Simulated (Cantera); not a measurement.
**Thermodynamics of aluminium nitride and oxide growth, feed Al(CH3)3 + N2O + H2 + H2O**

Charge: 1 mol Al(CH3)3, 2.5 mol N2O, 13 mol H2, 0.23 mol H2O, equilibrated at 1000 Pa.

These are equilibrium values from Cantera (NASA tables, ideal gas, pure condensed phases), not measurements of a reactor. Candidate condensed phases: Al, AlN, Al2O3, C, C6H6, C7H8, C8H18, H2O; 148 gas species. The feed counts by its element totals alone. Mutual solubility and eutectic melting of coexisting phases are not modelled. Kinetics and transport are ignored.

From 1025 K to 1375 K the condensed part is Al2O3(s) + C(graphite). From 1425 K to 1475 K the condensed part is AlN(s) + Al2O3(s) + C(graphite). From 1525 K to 1625 K the condensed part is AlN(s) + C(graphite).

```json
[
 {"T (K)": "1025", "x H2": "0.826", "x CO": "0.0572", "x N2": "0.117", "x HCN": "2.38e-6", "x H": "3.96e-8", "x CH4": "0.000501", "x H2O": "0.000125", "n Al2O3(s)": "0.500", "n C(graphite)": "1.76", "n AlN(s)": "0"},
 {"T (K)": "1075", "x H2": "0.826", "x CO": "0.0573", "x N2": "0.117", "x HCN": "4.92e-6", "x H": "1.33e-7", "x CH4": "0.000308", "x H2O": "5.98e-5", "n Al2O3(s)": "0.500", "n C(graphite)": "1.76", "n AlN(s)": "0"},
 {"T (K)": "1125", "x H2": "0.826", "x CO": "0.0573", "x N2": "0.117", "x HCN": "9.52e-6", "x H": "4.04e-7", "x CH4": "0.000197", "x H2O": "3.04e-5", "n Al2O3(s)": "0.500", "n C(graphite)": "1.77", "n AlN(s)": "0"},
 {"T (K)": "1175", "x H2": "0.826", "x CO": "0.0573", "x N2": "0.117", "x HCN": "1.74e-5", "x H": "1.11e-6", "x CH4": "0.000131", "x H2O": "1.64e-5", "n Al2O3(s)": "0.500", "n C(graphite)": "1.77", "n AlN(s)": "0"},
 {"T (K)": "1225", "x H2": "0.826", "x CO": "0.0573", "x N2": "0.116", "x HCN": "3.03e-5", "x H": "2.83e-6", "x CH4": "8.96e-5", "x H2O": "9.31e-6", "n Al2O3(s)": "0.500", "n C(graphite)": "1.77", "n AlN(s)": "0"},
 {"T (K)": "1275", "x H2": "0.826", "x CO": "0.0573", "x N2": "0.116", "x HCN": "5.05e-5", "x H": "6.70e-6", "x CH4": "6.32e-5", "x H2O": "5.52e-6", "n Al2O3(s)": "0.500", "n C(graphite)": "1.77", "n AlN(s)": "0"},
 {"T (K)": "1325", "x H2": "0.826", "x CO": "0.0573", "x N2": "0.116", "x HCN": "8.09e-5", "x H": "1.49e-5", "x CH4": "4.58e-5", "x H2O": "3.41e-6", "n Al2O3(s)": "0.500", "n C(graphite)": "1.77", "n AlN(s)": "0"},
 {"T (K)": "1375", "x H2": "0.826", "x CO": "0.0573", "x N2": "0.116", "x HCN": "0.000125", "x H": "3.11e-5", "x CH4": "3.40e-5", "x H2O": "2.18e-6", "n Al2O3(s)": "0.500", "n C(graphite)": "1.77", "n AlN(s)": "0"},
 {"T (K)": "1425", "x H2": "0.826", "x CO": "0.0574", "x N2": "0.116", "x HCN": "0.000188", "x H": "6.20e-5", "x CH4": "2.57e-5", "x H2O": "1.44e-6", "n Al2O3(s)": "0.499", "n C(graphite)": "1.76", "n AlN(s)": "0.00168"},
 {"T (K)": "1475", "x H2": "0.799", "x CO": "0.104", "x N2": "0.0965", "x HCN": "0.000245", "x H": "0.000116", "x CH4": "1.86e-5", "x H2O": "1.71e-6", "n Al2O3(s)": "0.143", "n C(graphite)": "0.693", "n AlN(s)": "0.714"},
 {"T (K)": "1525", "x H2": "0.789", "x CO": "0.122", "x N2": "0.0889", "x HCN": "0.000333", "x H": "0.000210", "x CH4": "1.42e-5", "x H2O": "1.38e-6", "n Al2O3(s)": "0", "n C(graphite)": "0.262", "n AlN(s)": "1.000"},
 {"T (K)": "1575", "x H2": "0.789", "x CO": "0.122", "x N2": "0.0888", "x HCN": "0.000463", "x H": "0.000369", "x CH4": "1.13e-5", "x H2O": "9.84e-7", "n Al2O3(s)": "0", "n C(graphite)": "0.258", "n AlN(s)": "1.000"},
 {"T (K)": "1625", "x H2": "0.788", "x CO": "0.122", "x N2": "0.0887", "x HCN": "0.000630", "x H": "0.000626", "x CH4": "9.14e-6", "x H2O": "7.17e-7", "n Al2O3(s)": "0", "n C(graphite)": "0.254", "n AlN(s)": "1.000"}
]
```
x: gas mole fraction; n: condensed amount in mol.
